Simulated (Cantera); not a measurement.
A Cantera script and what it prints.

```python
import numpy as np
import cantera as ct

gas_names = [...]  # 110 gases of nasa_gas.yaml made of C, H, O
cond_names = """
    C(gr) C6H6(L) C7H8(L) C8H18(L),n-octa H2O(s) H2O(L)
""".split()


# ... load() reads the species with a 1 bar reference pressure and builds the phases ...
atoms = {
    'C3H6': {'C': 3, 'H': 6},
    'O2': {'O': 2},
}
top_T = {'C(gr)': 4500}  # K; cautious upper limits of use, not melting points


# ... equilibrate(T, P, feed) seeds the gas with the atoms and calls Mixture.equilibrate('TP', solver="vcs", rtol=1e-11, max_steps=5000) ...
results = []
feed = {'C3H6': 1, 'O2': 0.42}  # mol
T = 1975  # K
P = 1333.22  # Pa
mix = equilibrate(T, P, feed)
results.append((T, P, feed, dict(zip(mix.species_names, mix.species_moles))))
print(gas.report(threshold=0.001))
for i in range(1, mix.n_phases):
    print(f"{mix.phase(i).name:16s} {mix.phase_moles(i):12.5e} mol")
```

Result:

```
       temperature   1975 K
          pressure   1333.2 Pa
           density   0.00062307 kg/m^3
  mean mol. weight   7.6742 kg/kmol
   phase of matter   gas

                          1 kg             1 kmol
                     ---------------   ---------------
          enthalpy        4.0536e+06        3.1108e+07  J
   internal energy        1.9138e+06        1.4687e+07  J
           entropy             31765        2.4377e+05  J/K
    Gibbs function       -5.8681e+07       -4.5033e+08  J
 heat capacity c_p            4490.4             34460  J/K
 heat capacity c_v              3407             26146  J/K

                      mass frac. Y      mole frac. X     chem. pot. / RT
                     ---------------   ---------------   ---------------
                CO           0.79426           0.21761           -40.234
                 H         0.0013672          0.010409           -12.009
                H2           0.20266           0.77147           -24.018
     [ +107 minor]         0.0017116        0.00050623

C(gr)             2.15611e+00 mol
```

These are equilibrium values from Cantera (NASA tables, ideal gas, pure condensed phases), not measurements of a reactor.
